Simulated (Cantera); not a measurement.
Input: 1 mol H2S, 2.2 mol H2, 6.3 mol O2, held at 980 Pa.

Method: chemical equilibrium by Gibbs-energy minimisation in Cantera with the NASA 1993 tables (ideal gas, pure condensed phases). Candidate condensed phases: H2O, H2SO4, S; 34 gas species. Ions and electrons are included (thermal ionisation). The numbers say what is thermodynamically allowed, not how fast it happens.

x: gas mole fraction; nothing condenses.

```tsv
T (°C)	x O	x H	x O2	x OH	x S	x SO	x H2	x H2O	x SO2
2727	0.417	0.263	0.133	0.0704	0.0125	0.0346	0.0272	0.0219	0.0200
2977	[?]	0.308	[?]	[?]	[?]	[?]	[?]	[?]	[?]
3227	0.605	0.316	0.0148	0.00923	0.0433	0.00807	0.00281	0.000178	0.000276
3477	0.622	0.318	0.00480	0.00338	0.0478	0.00268	0.000989	2.01e-5	2.61e-5
3727	0.627	0.319	0.00174	0.00137	0.0492	0.000948	0.000393	2.90e-6	3.03e-6
3977	0.629	0.320	0.000704	0.000617	0.0497	0.000371	0.000174	5.21e-7	4.40e-7
4227	0.629	0.320	0.000314	0.000302	0.0498	0.000160	8.38e-5	1.13e-7	7.83e-8
4477	0.630	0.320	[?]	[?]	0.0498	[?]	[?]	[?]	[?]
4727	0.630	0.320	7.92e-5	8.89e-5	0.0496	3.77e-5	2.42e-5	8.34e-9	4.11e-9
```

### Question
Fill in the missing entries.

### Answer

- 4477, x O2: 0.000152
- 4477, x OH: 0.000159
- 4477, x SO: 7.48e-5
- 4477, x H2: 4.36e-5
- 4477, x H2O: 2.87e-8
- 4477, x SO2: 1.66e-8
- 2977, x O: 0.551
- 2977, x O2: 0.0476
- 2977, x OH: 0.0270
- 2977, x S: 0.0309
- 2977, x SO: 0.0216
- 2977, x H2: 0.00900
- 2977, x H2O: 0.00200
- 2977, x SO2: 0.00295
